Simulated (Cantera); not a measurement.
Feed: 1 mol SiO₂, 1.9 mol HCl, held at 1625 K and 133 Pa.

These are equilibrium values from Cantera (NASA tables, ideal gas, pure condensed phases), not measurements of a reactor. Candidate condensed phases: H₂O, Si, SiO₂; 30 gas species. The tables hold silica as quartz up to 1696 K and as liquid above; real silica turns to tridymite and cristobalite and melts near 1996 K. The numbers say what is thermodynamically allowed, not how fast it happens.

Base state: HCl 0.974, Cl 0.0168, H₂ 0.00780, H₂O 0.000551, SiO 0.000508, H 0.000171, Cl₂ 2.32e-5, SiCl₂ 1.10e-5 (mole fractions); condensed: SiO₂(β-quartz).

What changes in the equilibrium state with this change: SiO₂ replaced by TiO₂?


| species | before | after |
|---|---|---|
| HCl | 0.974 | 0.973 |
| Cl | 0.0168 | 0.0166 |
| H₂ | 0.00780 | 0.00795 |
| H₂O | 0.000551 | 0.00178 |
| TiCl₃ | 0 | 0.000551 |
| SiO | 0.000508 | 0 |
| TiCl₄ | 0 | 0.000317 |
| TiOCl₂ | 0 | 4.29e-5 |
| SiCl₂ | 1.10e-5 | 0 |
| Cl₂ | 2.32e-5 | 2.27e-5 |
| H | 0.000171 | 0.000172 |
| SiO₂(β-quartz), mol | 0.999 | 0 |
| TiO₂(rutile), mol | 0 | 0.998 |
Further candidate phases: Ti, TiCl₂, TiCl₃, TiCl₄, TiO, TiO₂, Ti₂O₃, Ti₃O₅, Ti₄O₇.

What changes in the equilibrium state with this change: SiO₂ replaced by Al₂O₃?


| species | before | after |
|---|---|---|
| HCl | 0.974 | 0.971 |
| Cl | 0.0168 | 0.0164 |
| H₂ | 0.00780 | 0.00812 |
| H₂O | 0.000551 | 0.00244 |
| AlCl₃ | 0 | 0.00160 |
| SiO | 0.000508 | 0 |
| AlCl₂ | 0 | 3.04e-5 |
| SiCl₂ | 1.10e-5 | 0 |
| Cl₂ | 2.32e-5 | 2.22e-5 |
| H | 0.000171 | 0.000174 |
| SiO₂(β-quartz), mol | 0.999 | 0 |
| Al₂O₃(s), mol | 0 | 0.998 |
The tables' values for AlCl₂ are old estimates; treat these amounts as uncertain. Further candidate phases: Al, AlCl₃, Al₂O₃.
